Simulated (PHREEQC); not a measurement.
A solution holds 0.0039 mol CdSO4 and 0.25 mol NiCl2 per kg of water, at 25 °C. Closed to the air; pH follows from the charge balance.

All values are PHREEQC results (ion-association model, wateq4f.dat), not measurements.

This is a speciation only: nothing precipitates in the calculation.

Problem. Order these Cd species by the share of Cd that they hold, largest first: Cd+2, CdCl2, CdSO4, CdCl3-, CdCl+.

Solution. CdCl+ (51 %), CdCl2 (35 %), CdCl3- (8.5 %), Cd+2 (5.3 %), CdSO4 (0.11 %)

Problem. Order these Ni species by the share of Ni that they hold, largest first: Ni+2, NiSO4, NiCl+, NiCl2.

Solution. Ni+2 (71 %), NiCl+ (18 %), NiCl2 (11 %), NiSO4 (0.99 %)

The pH is 5.56 and the ionic strength 0.578 mol/kgw. Complexes and solids missing from the database can't appear.
